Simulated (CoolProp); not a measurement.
Values from CoolProp's reference Helmholtz-energy equation of state, Gao 2020.

Question: For ammonia, give the phase and the cv (kJ/(kg K)), speed of sound (m/s), Joule-Thomson coefficient (K/MPa), Prandtl number at 444.8 K and 0.465 MPa; 444.8 K and 2.41 MPa; 444.8 K and 5.48 MPa.

Answer: 
- 444.8 K and 0.465 MPa: gas; cv 1.89, speed of sound 520, Joule-Thomson coefficient 7.80, Prandtl number 0.851
- 444.8 K and 2.41 MPa: gas; cv 1.98, speed of sound 507, Joule-Thomson coefficient 7.60, Prandtl number 0.897
- 444.8 K and 5.48 MPa: gas; cv 2.13, speed of sound 484, Joule-Thomson coefficient 7.25, Prandtl number 0.984

Viscosity comes from a separate model (Fenghour 1995). Thermal conductivity comes from a separate model (Tufeu 1984).
